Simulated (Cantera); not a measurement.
A perfectly stirred reactor is fed with CH4 : C2H6 : C3H8 : O2 : N2 : H2 = 1 : 0.14 : 0.33 : 4.45 : 16.7 : 1.5 (molar parts), at 4730 Torr; it is adiabatic with a 800 K inlet, and is followed from long to short residence time, starting on the burning branch (τ in s: 0.15, 0.059, 0.023, 0.0089, 0.0034, 0.0013, 0.00052, 0.0002, 7.7e-05, 3e-05, 1.2e-05, 4.5e-06).

Model: GRI-Mech 3.0 (53 species, 325 reactions), integrated in Cantera. GRI-Mech 3.0 was tuned for natural gas; its chemistry of propane as a main component is partial and can be far from experiment.

x: mole fraction; the columns are a selection and need not sum to one.

| τ (s) | T (K) | x CH4 | x C2H6 | x C3H8 | x NO2 | x HCO |
|---|---|---|---|---|---|---|
| 0.15 | 2586 | 1.23e-7 | 1.10e-9 | 3.47e-9 | 5.35e-7 | 4.49e-8 |
| 0.059 | 2586 | 3.11e-7 | 2.80e-9 | 8.78e-9 | 5.28e-7 | 4.84e-8 |
| 0.023 | 2585 | 7.79e-7 | 7.15e-9 | 2.23e-8 | 5.14e-7 | ___ |
| 0.0089 | 2582 | 1.91e-6 | 1.84e-8 | 5.66e-8 | 4.83e-7 | ___ |
| 0.0034 | 2576 | 4.50e-6 | 4.75e-8 | 1.42e-7 | 4.31e-7 | ___ |
| 0.0013 | 2561 | 9.85e-6 | 1.22e-7 | 3.45e-7 | 3.67e-7 | ___ |
| 0.00052 | 2534 | 1.95e-5 | 2.97e-7 | 7.71e-7 | 3.05e-7 | ___ |
| 0.00020 | 2490 | 3.86e-5 | 7.43e-7 | 1.72e-6 | 2.40e-7 | ___ |
| 7.7e-5 | 2428 | 7.79e-5 | 1.83e-6 | 3.77e-6 | 1.75e-7 | ___ |
| 3.0e-5 | 2349 | 0.000168 | 4.52e-6 | 8.44e-6 | 1.17e-7 | ___ |
| 1.2e-5 | 2256 | 0.000412 | 1.18e-5 | 2.04e-5 | 7.13e-8 | ___ |
| 4.5e-6 | 800 | 0.0415 | 0.00580 | 0.0137 | <1e-12 | <1e-12 |

Task: Fill in the missing entries.

Result: 
- 0.023, x HCO: 5.74e-8
- 0.0089, x HCO: 8.06e-8
- 0.0034, x HCO: 1.41e-7
- 0.0013, x HCO: 2.96e-7
- 0.00052, x HCO: 6.61e-7
- 0.00020, x HCO: 1.59e-6
- 7.7e-5, x HCO: 3.90e-6
- 3.0e-5, x HCO: 9.52e-6
- 1.2e-5, x HCO: 2.30e-5
